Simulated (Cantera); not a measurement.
# Silicon epitaxy and polysilicon growth: SiH₂Cl₂ + Cl₂ + H₂

A closed system holds: 1 mol SiH₂Cl₂, 0.021 mol Cl₂, 51 mol H₂, equilibrated at 32.0 mbar.

Equilibrium computed with Cantera from the NASA thermochemical tables; the gas is ideal and each condensed phase is pure. Candidate condensed phases: Si; 19 gas species. The tables' values for SiCl₃, SiCl are old estimates; treat these amounts as uncertain. Gases not in the tables: Si₂H₆ and higher silanes. Rates play no part.

From 873 K to 1673 K the condensed part is Si(s). At 1773 K the condensed part is Si(l). The main Si-bearing gas is SiCl₄ at 873 K and SiCl₂ at 1773 K. The share of Si in condensed phases is highest at 1273 K (83.2 %) and lowest at 873 K (49.7 %).

```tsv
T (K)	x H₂	x HCl	x SiCl₄	x SiCl₂	x SiHCl₃	x H	x SiCl₃	x SiH₂Cl₂	n Si(s)	n Si(l)
873	0.986	0.00411	0.00619	2.17e-5	0.00318	2.60e-10	4.78e-5	0.000149	0.497	0
973	0.982	0.0105	0.00487	0.000181	0.00255	5.99e-9	0.000175	0.000140	0.583	0
1073	0.974	0.0203	0.00267	0.000824	0.00157	7.73e-8	0.000371	0.000108	0.707	0
1173	0.968	0.0287	0.000743	0.00194	0.000583	6.48e-7	0.000382	5.86e-5	0.804	0
1273	0.965	0.0316	0.000115	0.00267	0.000141	3.92e-6	0.000217	2.38e-5	0.832	0
1373	0.965	0.0319	1.77e-5	0.00304	3.38e-5	1.83e-5	0.000108	9.57e-6	0.830	0
1473	0.965	0.0317	3.31e-6	0.00328	9.46e-6	6.95e-5	5.64e-5	4.24e-6	0.822	0
1573	0.965	0.0314	7.60e-7	0.00347	3.09e-6	0.000223	3.17e-5	2.07e-6	0.813	0
1673	0.965	0.0312	2.07e-7	0.00363	1.15e-6	0.000625	1.90e-5	1.10e-6	0.804	0
1773	0.963	0.0317	6.14e-8	0.00335	4.38e-7	0.00156	1.10e-5	5.61e-7	0	0.814
```
x: gas mole fraction; n: condensed amount in mol.
